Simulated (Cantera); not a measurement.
A closed system holds: 1 mol SiC, 0.21 mol Si, 3.9 mol N2, at 2673 K.

Points: P (Pa) = 1, 7.2, 52, 370, 2700, 19000, 140000, 1e+06.

Cantera's Mixture.equilibrate('TP', solver="vcs", rtol=1e-11, max_steps=5000) on the NASA tables stopped like this:

```
ERROR: FAILURE its = 5001!

*******************************************************************************
CanteraError thrown by MultiPhase::equilibrate:
VCS solver failed. Return code: -1
*******************************************************************************
```

### Question
What got this run through?

### Answer
One answer among several that fit: The failure is numerical, not chemical. The same input converged with solver="gibbs", rtol=1e-10, max_steps=50000, and the result passed a check of the equilibrium conditions:
```
log10 of partial pressures in bar; condensed amounts in mol
      P/Pa        N2        Si      SiC2         C        CN     C(gr)     Si(L)    SiC(b)
         1    -5.171    -5.687    -7.047    -6.301    -6.477         0         0         0
       7.2    -4.292    -4.863    -5.618    -5.998    -5.735         0         0         0
        52    -3.416    -4.072    -4.457    -5.813    -5.112  0.001138         0         0
       370    -2.551    -3.224    -3.609    -5.813    -4.679      0.24         0         0
      2700    -1.678    -2.425    -2.810    -5.813    -4.243    0.3075         0         0
   1.9e+04    -0.751    -2.070    -2.823    -5.997    -3.963         0         0    0.8903
   1.4e+05     0.139    -1.798    -3.095    -6.269    -3.790         0    0.1436     0.985
     1e+06     0.999    -1.798    -3.095    -6.269    -3.360         0    0.1986    0.9977
```

The gas is ideal and each condensed phase is pure. Mutual solubility and eutectic melting of coexisting phases are not modelled. The tables' values for SiN are old estimates; treat these amounts as uncertain.
